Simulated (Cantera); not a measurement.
Mixture: CH4 : O2 : N2 : H2O = 1 : 1.82 : 6.84 : 1.8 (molar parts), at 1.00 bar, adiabatic and at constant volume. Ignition delay is the time to a rise of 400 K.

Model: GRI-Mech 3.0 (53 species, 325 reactions), integrated in Cantera.

Question: At T0 = 1250 K, what is the delay, and which 6 reactions control it most (d ln τ / d ln k, from doubling and halving each rate constant)?

Answer: The delay is 33.5 ms.
| reaction | d ln τ / d ln k | faster rate |
|---|---|---|
| 2 CH3 (+M) <=> C2H6 (+M) | 0.55 | lengthens it |
| CH3 + O2 <=> CH2O + OH | -0.39 | shortens it |
| CH3 + O2 <=> CH3O + O | -0.36 | shortens it |
| CH2O + O2 <=> HCO + HO2 | -0.28 | shortens it |
| H + O2 <=> O + OH | -0.27 | shortens it |
| CH4 + H <=> CH3 + H2 | 0.27 | lengthens it |
